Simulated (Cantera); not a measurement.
A closed system holds: 1 mol n-butane, 0.81 mol H₂O, 7.5 mol N₂, held at 3980 Torr.

Equilibrium computed with Cantera from the NASA thermochemical tables; the gas is ideal and each condensed phase is pure. Candidate condensed phases: C, C₆H₆, C₇H₈, C₈H₁₈, H₂O; 169 gas species. Ions and electrons are included (thermal ionisation). Rates play no part.

Question: Which condensed phases are stable at each of these points (T (°C)): 2727, 2977, 3227, 3477, 3727, 3977, 4227, 4477, 4727?

Answer: 
```tsv
T (°C)	condensed phases	C condensed (%)
2727	C(graphite)	30.4
2977	C(graphite)	3.2
3227	gas only	0.0
3477	gas only	0.0
3727	gas only	0.0
3977	gas only	0.0
4227	gas only	0.0
4477	gas only	0.0
4727	gas only	0.0
```

From 2727 °C to 2977 °C the condensed part is C(graphite). From 3227 °C to 4727 °C nothing is condensed.
